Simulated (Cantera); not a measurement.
# Thermodynamics of abatement and gas-phase synthesis, feed NH3 + H2 + N2

Feed: 1 mol NH3, 2 mol H2, 1.5 mol N2, equilibrated at 750 Torr.

Equilibrium computed with Cantera from the NASA thermochemical tables; the gas is ideal and each condensed phase is pure. Ions and electrons are included (thermal ionisation). Equilibrium is a limit: real reactors are often held back by kinetics, nucleation or transport.

```json
[
 {"T (°C)": "2227", "log p H": "-1.70", "log p H2": "-0.21", "log p N2": "-0.44", "log p N": "-6.76", "log p NH": "-6.74", "log p NH3": "-5.52", "log p e-": "-10.97"},
 {"T (°C)": "2727", "log p H": "-0.93", "log p H2": "-0.27", "log p N2": "-0.47", "log p N": "-5.09", "log p NH": "-5.54", "log p NH3": "-5.80", "log p e-": "-9.84"},
 {"T (°C)": "3227", "log p H": "-0.46", "log p H2": "-0.46", "log p N2": "-0.52", "log p N": "-3.92", "log p NH": "-4.77", "log p NH3": "-6.24", "log p e-": "-8.78"},
 {"T (°C)": "3727", "log p H": "-0.22", "log p H2": "-0.84", "log p N2": "-0.60", "log p N": "-3.05", "log p NH": "-4.33", "log p NH3": "-6.95", "log p e-": "-7.41"},
 {"T (°C)": "4227", "log p H": "-0.14", "log p H2": "-1.36", "log p N2": "-0.64", "log p N": "-2.37", "log p NH": "-4.08", "log p NH3": "-7.81", "log p e-": "-6.35"},
 {"T (°C)": "4727", "log p H": "-0.12", "log p H2": "-1.86", "log p N2": "-0.67", "log p N": "-1.81", "log p NH": "-3.93", "log p NH3": "-8.62", "log p e-": "-5.52"}
]
```
log p: log10 of the partial pressure in bar; nothing condenses.

From 2227 °C to 4727 °C nothing is condensed.
